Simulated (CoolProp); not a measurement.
Dimethyl ether at 274.31 K and 0.0578 MPa is compressed adiabatically to 0.372 MPa with isentropic efficiency 0.9. Each further row changes one setting.

Computed with CoolProp (reference Helmholtz-energy equation of state, Wu 2011).

```
case             work (kJ/kg)  final temperature (K)  final density (kg/m³)
---------------  ------------  ---------------------  ---------------------
as stated                 ___                    ___                   6.04
efficiency 1              102                    ___                    ___
efficiency 0.65           ___                    ___                    ___
```

**Question.** Fill in the missing entries.

**Answer.** 
- as stated, work (kJ/kg): 113
- as stated, final temperature (K): 354.4
- efficiency 1, final temperature (K): 347.6
- efficiency 1, final density (kg/m³): 6.18
- efficiency 0.65, work (kJ/kg): 156
- efficiency 0.65, final temperature (K): 380.2
- efficiency 0.65, final density (kg/m³): 5.59
